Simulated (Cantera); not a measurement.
Charge: 1 mol Nb2O5, 5.2 mol H2, equilibrated at 750 Torr.

Cantera equilibrium calculation (NASA polynomials, part measured and part estimated; ideal gas, pure solids and liquids). Candidate condensed phases: H2O, Nb, NbO, NbO2, Nb2O5; 12 gas species. Mutual solubility and eutectic melting of coexisting phases are not modelled. Condensed phases not in the tables: the oxides between NbO2 and Nb2O5. The numbers say what is thermodynamically allowed, not how fast it happens.

x: gas mole fraction; n: condensed amount in mol.

```csv
T (K),x H2,x H2O,x H,x OH,x NbO2,x O,n NbO2(s),n Nb2O5(s),n Nb2O5(l)
975,0.996,0.00444,1.14e-9,<1e-12,<1e-12,<1e-12,0.0462,0.977,0
1075,0.991,0.00920,1.46e-8,<1e-12,<1e-12,<1e-12,0.0957,0.952,0
1175,0.982,0.0180,1.21e-7,1.55e-11,<1e-12,<1e-12,0.187,0.906,0
1275,0.968,0.0321,7.25e-7,2.80e-10,<1e-12,<1e-12,0.334,0.833,0
1375,0.948,(withheld),(withheld),(withheld),1.01e-12,<1e-12,(withheld),(withheld),0
1475,0.921,0.0787,1.24e-5,2.79e-8,2.87e-11,<1e-12,0.818,0.591,0
1575,0.889,0.111,3.92e-5,1.78e-7,5.23e-10,6.59e-12,1.16,0.422,0
1675,0.851,0.149,0.000107,9.08e-7,6.66e-9,9.23e-11,1.55,0.225,0
1775,0.809,0.191,0.000260,3.83e-6,6.30e-8,9.62e-10,1.99,0.00675,0
1875,0.820,0.179,(withheld),(withheld),(withheld),(withheld),1.86,0,(withheld)
1975,0.838,0.161,0.00125,2.29e-5,2.78e-6,2.52e-8,1.68,0,0.162
```

Some entries are withheld; supply them.


- 1375, x H2O: 0.0522
- 1375, x H: 3.34e-6
- 1375, x OH: 3.31e-9
- 1375, n NbO2(s): 0.543
- 1375, n Nb2O5(s): 0.728
- 1875, x H: 0.000594
- 1875, x OH: 1.01e-5
- 1875, x NbO2: 4.65e-7
- 1875, x O: 5.53e-9
- 1875, n Nb2O5(l): 0.0691
